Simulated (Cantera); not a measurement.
Thermodynamics of silicon oxide and oxynitride deposition, feed SiH4 + NO + N2

Charge: 1 mol SiH4, 0.66 mol NO, 3.5 mol N2, held at 3600 Pa.

These are equilibrium values from Cantera (NASA tables, ideal gas, pure condensed phases), not measurements of a reactor. Candidate condensed phases: H2O, Si, SiO2, Si2N2O, Si3N4; 35 gas species. Mutual solubility and eutectic melting of coexisting phases are not modelled. The tables hold silica as quartz up to 1696 K and as liquid above; real silica turns to tridymite and cristobalite and melts near 1996 K. Equilibrium is a limit: real reactors are often held back by kinetics, nucleation or transport.

From 723 K to 798 K the condensed part is SiO2(α-quartz) + Si2N2O(s). From 873 K to 1623 K the condensed part is SiO2(β-quartz) + Si2N2O(s).

```tsv
T (K)	x N2	x H2	x SiO	x H	x H2O	x NH3	n SiO2(α-quartz)	n Si2N2O(s)	n SiO2(β-quartz)
723	0.628	0.371	<1e-12	<1e-12	2.11e-6	4.54e-5	0.107	0.447	0
798	0.628	0.371	<1e-12	8.56e-12	4.25e-6	1.97e-5	0.107	0.447	0
873	0.628	0.371	<1e-12	1.50e-10	7.48e-6	9.80e-6	0	0.447	0.107
948	0.628	0.371	<1e-12	1.68e-9	1.19e-5	5.41e-6	0	0.447	0.107
1023	0.628	0.371	1.32e-12	1.33e-8	1.76e-5	3.24e-6	0	0.447	0.107
1098	0.628	0.371	7.88e-11	7.94e-8	2.46e-5	2.08e-6	0	0.447	0.107
1173	0.628	0.371	2.76e-9	3.79e-7	3.28e-5	1.41e-6	0	0.447	0.107
1248	0.628	0.371	6.26e-8	1.50e-6	4.22e-5	9.95e-7	0	0.447	0.107
1323	0.628	0.371	9.90e-7	5.09e-6	5.27e-5	7.32e-7	0	0.447	0.106
1398	0.628	0.371	1.16e-5	1.52e-5	6.41e-5	5.56e-7	0	0.447	0.106
1473	0.628	0.371	0.000105	4.06e-5	7.63e-5	4.35e-7	0	0.447	0.106
1548	0.628	0.371	0.000759	9.89e-5	8.92e-5	3.47e-7	0	0.445	0.105
1623	0.626	0.369	0.00457	0.000221	0.000102	2.81e-7	0	0.439	0.0980
```
x: gas mole fraction; n: condensed amount in mol.
